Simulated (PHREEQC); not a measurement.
Dissolve 0.0098 mol/kgw CuCl2, 0.059 mol/kgw HNO3 and 0.0011 mol/kgw NaCl at 62 °C. Closed to the air; pH follows from the charge balance.

All values are PHREEQC results (ion-association model, phreeqc.dat), not measurements.

```
Item                           Value
--------------------  --------------
pH                              1.31
ionic strength        0.0876 mol/kgw
specific conductance     44500 µS/cm
density                  0.985 g/cm³
total alkalinity        -59.0 meq/kg
```

```
species  molality  activity   log γ
-------  --------  --------  ------
H+         0.0590    0.0484  -0.086
NO3-       0.0590    0.0442  -0.125
Cl-        0.0198    0.0151  -0.118
Cu+2      0.00887   0.00347  -0.407
Na+       0.00110  0.000857  -0.108
CuCl+    0.000922  0.000706  -0.116
CuCl2     7.99e-6   8.15e-6   0.009
CuCl3-    1.02e-9  7.81e-10  -0.116
```

No solid was allowed to form. At this temperature some constants are extrapolated from 25 °C, and those without enthalpy data are left unchanged.
